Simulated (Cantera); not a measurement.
An adiabatic, constant-volume homogeneous reactor starts with CH3OH : O2 : N2 = 1 : 2.42 : 29 (molar parts), at 1398 K and 10.0 bar. Integrator tolerance rtol = 1e-08.

Computed with Cantera and GRI-Mech 3.0 (53 species, 325 reactions). GRI-Mech 3.0 was tuned for natural gas; its chemistry of methanol as a main component is partial and can be far from experiment.

```
quantity                                                              before                                    after
---------------------------------  -----------------------------------------  ---------------------------------------
time of steepest temperature rise                                   0.153 ms                                  2.31 ms
temperature at 3.00 s                                                 2100 K                                   1925 K
equilibrium temperature                                               2100 K                                   1923 K
x(CH3OH) at 3.00 s                     <1e-12 (gas-phase equilibrium <1e-12)    <1e-12 (gas-phase equilibrium <1e-12)
x(O2) at 3.00 s                        0.0260 (gas-phase equilibrium 0.0260)    0.0269 (gas-phase equilibrium 0.0267)
x(CH2) at 3.00 s                       <1e-12 (gas-phase equilibrium <1e-12)    <1e-12 (gas-phase equilibrium <1e-12)
x(CO) at 3.00 s                    0.000141 (gas-phase equilibrium 0.000141)  3.16e-5 (gas-phase equilibrium 3.14e-5)
x(C2H) at 3.00 s                       <1e-12 (gas-phase equilibrium <1e-12)    <1e-12 (gas-phase equilibrium <1e-12)
x(NO) at 3.00 s                      0.00371 (gas-phase equilibrium 0.00371)  0.00187 (gas-phase equilibrium 0.00233)
x(NO2) at 3.00 s                     7.48e-6 (gas-phase equilibrium 7.48e-6)  5.30e-6 (gas-phase equilibrium 6.59e-6)
```

Task: What was changed between the two runs?
A. N2 29 to 15 parts
B. initial temperature 1398 to 1625 K
C. pressure from 10.0 bar to 5.00 bar
D. initial temperature 1398 to 1200 K

Result: D, initial temperature 1398 to 1200 K
